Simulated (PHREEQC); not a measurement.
Consider water at 25 °C with 7.9 mmol/kgw H3PO4 and 22 mmol/kgw Na2SO4. Closed to the air; pH follows from the charge balance.

The numbers come from PHREEQC with the ion-association model, phreeqc.dat.

Each row changes one thing in this solution. No solid was allowed to form.

```json
[
 {"case": "as made", "pH": "2.55", "ionic strength (mol/kgw)": "0.0635", "H2PO4- (mol/kgw)": "0.00593", "HPO4-2 (mol/kgw)": "2.46e-7"},
 {"case": "temperature from 25 to 40 °C", "pH": "2.62", "ionic strength (mol/kgw)": "___", "H2PO4- (mol/kgw)": "0.00590", "HPO4-2 (mol/kgw)": "3.13e-7"},
 {"case": "H3PO4 from 0.0079 to 0.00711 mol/kgw", "pH": "2.59", "ionic strength (mol/kgw)": "0.0634", "H2PO4- (mol/kgw)": "0.00545", "HPO4-2 (mol/kgw)": "2.47e-7"},
 {"case": "Na2SO4 from 0.022 to 0.22 mol/kgw", "pH": "2.88", "ionic strength (mol/kgw)": "0.535", "H2PO4- (mol/kgw)": "___", "HPO4-2 (mol/kgw)": "1.09e-6"},
 {"case": "Na2SO4 left out", "pH": "2.34", "ionic strength (mol/kgw)": "0.00487", "H2PO4- (mol/kgw)": "0.00487", "HPO4-2 (mol/kgw)": "8.29e-8"},
 {"case": "diluted 2-fold with water", "pH": "2.73", "ionic strength (mol/kgw)": "0.0331", "H2PO4- (mol/kgw)": "0.00320", "HPO4-2 (mol/kgw)": "1.74e-7"},
 {"case": "Na2SO4 from 0.022 to 0.011 mol/kgw", "pH": "2.48", "ionic strength (mol/kgw)": "0.0341", "H2PO4- (mol/kgw)": "0.00558", "HPO4-2 (mol/kgw)": "1.71e-7"},
 {"case": "Na2SO4 replaced by NaOH at the same molality", "pH": "11.53", "ionic strength (mol/kgw)": "0.0339", "H2PO4- (mol/kgw)": "1.64e-7", "HPO4-2 (mol/kgw)": "0.00566"},
 {"case": "diluted 10-fold with water", "pH": "___", "ionic strength (mol/kgw)": "0.00708", "H2PO4- (mol/kgw)": "0.000732", "HPO4-2 (mol/kgw)": "9.98e-8"}
]
```

Fill in the missing entries.


- temperature from 25 to 40 °C, ionic strength (mol/kgw): 0.0625
- Na2SO4 from 0.022 to 0.22 mol/kgw, H2PO4- (mol/kgw): 0.00707
- diluted 10-fold with water, pH: 3.23

Complexes and solids missing from the database can't appear. Away from 25 °C the constants follow the database's enthalpies or fits; those with neither stay at their 25 °C values.
